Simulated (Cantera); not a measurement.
Charge: 1 mol Si3N4, 0.01 mol O2, 72 mol N2, equilibrated at 1998.15 K and 1000 Pa.

These are equilibrium values from Cantera (NASA tables, ideal gas, pure condensed phases), not measurements of a reactor. Candidate condensed phases: Si, SiO2, Si2N2O, Si3N4; 16 gas species. The tables' values for SiN are old estimates; treat these amounts as uncertain. Equilibrium is a limit: real reactors are often held back by kinetics, nucleation or transport.

Base state: N2 0.995, Si 0.00426, SiO 0.000269, Si2N 0.000146, SiN 0.000111, Si2 4.40e-5 (mole fractions); condensed: Si(l).

Problem. What changes in the equilibrium state with this change: pressure from 1000 Pa to 2200 Pa?

Solution. 
| species | before | after |
|---|---|---|
| N2 | 0.995 | 0.998 |
| Si | 0.00426 | 0.00194 |
| SiO | 0.000269 | 0.000270 |
| Si2N | 0.000146 | 9.87e-5 |
| Si2 | 4.40e-5 | 2.00e-5 |
| SiN | 0.000111 | 7.50e-5 |
| Si(l), mol | 2.62 | 2.81 |
